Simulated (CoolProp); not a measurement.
Computed with CoolProp (reference Helmholtz-energy equation of state, Lemmon 2006). It is a short technical equation, of lower accuracy than the large ones.

**Question.** For C2F6 (R116), give the phase and the cv (kJ/(kg K)), viscosity (µPa s) at 262.1 K and 77.1 kPa; 384.3 K and 77.1 kPa.

**Answer.** 
- 262.1 K and 77.1 kPa: gas; cv 0.653, viscosity 12.4
- 384.3 K and 77.1 kPa: gas; cv 0.832, viscosity 17.9

Viscosity comes from a separate model (Huber 2003), an estimate that may be off by 10 % or more.
